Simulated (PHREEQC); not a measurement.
**Nickel, zinc or cadmium bath**

Make-up at 72 °C: 0.023 mol ZnSO4, 0.004 mol Na2SO4 and 0.033 mol HCl per kg of water. Closed to the air; pH follows from the charge balance.

Equilibrium calculation in PHREEQC: ion-association model, wateq4f.dat.

```
Property                  Result
----------------  --------------
pH                          1.83
ionic strength    0.0813 mol/kgw
total alkalinity    -33.0 meq/kg
```

```json
[
 {"species": "Cl-", "molality": "0.0300", "activity": "0.0228", "log γ": "-0.118"},
 {"species": "H+", "molality": "0.0180", "activity": "0.0147", "log γ": "-0.086"},
 {"species": "Zn+2", "molality": "0.0152", "activity": "0.00597", "log γ": "-0.406"},
 {"species": "HSO4-", "molality": "0.0150", "activity": "0.0116", "log γ": "-0.112"},
 {"species": "Na+", "molality": "0.00787", "activity": "0.00612", "log γ": "-0.109"},
 {"species": "SO4-2", "molality": "0.00677", "activity": "0.00248", "log γ": "-0.435"},
 {"species": "ZnSO4", "molality": "0.00467", "activity": "0.00476", "log γ": "0.008"},
 {"species": "ZnCl+", "molality": "0.00287", "activity": "0.00220", "log γ": "-0.115"},
 {"species": "Zn(SO4)2-2", "molality": "0.000195", "activity": "7.03e-5", "log γ": "-0.443"}
]
```

This is a speciation only: nothing precipitates in the calculation. Constants without temperature data keep their 25 °C values here.
